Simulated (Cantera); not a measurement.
Gas mixture: 65.4 % NH₃, 34.6 % H₂O, at 300 Torr, frozen composition.

Cantera's kinetic-theory transport with the Lennard-Jones parameters of GRI-Mech 3.0, ideal gas; thermal conductivity in the mixture-averaged form. Polar gases are described roughly by these parameters. The composition is frozen, though it would react at the higher temperatures.

D: mixture-averaged diffusion coefficient of that species in the mixture.

| T (K) | ρ (kg/m³) | cp (J/kg/K) | μ (µPa s) | λ (mW/m/K) | Pr | D (cm²/s) CH₄ | D (cm²/s) H | D (cm²/s) H₂O |
|---|---|---|---|---|---|---|---|---|
| 400 | 0.209 | 2138 | 13.9 | 41.6 | 0.716 | 0.990 | [?] | 0.888 |
| 550 | 0.152 | 2357 | 19.3 | 63.2 | 0.721 | 1.81 | [?] | 1.71 |
| 700 | 0.119 | 2571 | 24.6 | 87.4 | 0.724 | 2.81 | [?] | 2.78 |
| 850 | 0.0983 | 2763 | 29.7 | 113 | 0.725 | 3.98 | [?] | 4.07 |
| 1000 | 0.0836 | 2951 | 34.5 | 140 | 0.728 | 5.30 | [?] | 5.57 |
| 1150 | 0.0727 | 3118 | 39.2 | 167 | 0.730 | 6.76 | [?] | 7.27 |
| 1300 | 0.0643 | 3268 | 43.6 | 195 | 0.732 | 8.35 | [?] | 9.16 |
| 1450 | 0.0576 | 3402 | 47.8 | 222 | 0.734 | 10.1 | [?] | 11.2 |

Fill in the missing entries.


- 400, D (cm²/s) H: 5.41
- 550, D (cm²/s) H: 9.82
- 700, D (cm²/s) H: 15.2
- 850, D (cm²/s) H: 21.5
- 1000, D (cm²/s) H: 28.6
- 1150, D (cm²/s) H: 36.4
- 1300, D (cm²/s) H: 45.0
- 1450, D (cm²/s) H: 54.2
